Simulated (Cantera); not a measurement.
A perfectly stirred reactor is fed with 3.68 % CH4, 0.442 % C2H6, 0.221 % C3H8, 19.6 % O2, 74.0 % N2, 1.99 % H2O, at 310000 Pa; it is adiabatic with a 448 K inlet, and is followed from long to short residence time, starting on the burning branch (τ in s: 0.059, 0.029, 0.014, 0.0071, 0.0035, 0.0017, 0.00086, 0.00043, 0.00021, 0.0001, 5.2e-05, 2.6e-05).

Cantera simulation using GRI-Mech 3.0 (53 species, 325 reactions); the numbers are that mechanism's predictions, not measurements.

x: mole fraction; the columns are a selection and need not sum to one.

```tsv
τ (s)	T (K)	x CH4	x C2H6	x C3H8	x CH2	x H
0.059	1595	1.58e-5	4.82e-7	2.56e-7	1.44e-8	1.78e-6
0.029	1592	2.55e-5	7.95e-7	4.26e-7	2.80e-8	3.48e-6
0.014	1589	?	?	?	?	?
0.0071	1583	6.69e-5	2.14e-6	1.15e-6	9.90e-8	1.30e-5
0.0035	1574	0.000112	3.60e-6	1.92e-6	1.82e-7	2.47e-5
0.0017	1558	0.000200	6.43e-6	3.35e-6	3.30e-7	4.57e-5
0.00086	1525	0.000406	1.30e-5	6.53e-6	5.54e-7	7.50e-5
0.00043	448	0.0368	0.00442	0.00221	<1e-12	<1e-12
0.00021	448	0.0368	0.00442	0.00221	<1e-12	<1e-12
0.00010	448	0.0368	0.00442	0.00221	<1e-12	<1e-12
5.2e-5	448	0.0368	0.00442	0.00221	<1e-12	<1e-12
2.6e-5	448	0.0368	0.00442	0.00221	<1e-12	<1e-12
```

Problem. Fill in the missing entries.

Solution. 
- 0.014, x CH4: 4.17e-5
- 0.014, x C2H6: 1.33e-6
- 0.014, x C3H8: 7.13e-7
- 0.014, x CH2: 5.43e-8
- 0.014, x H: 6.89e-6
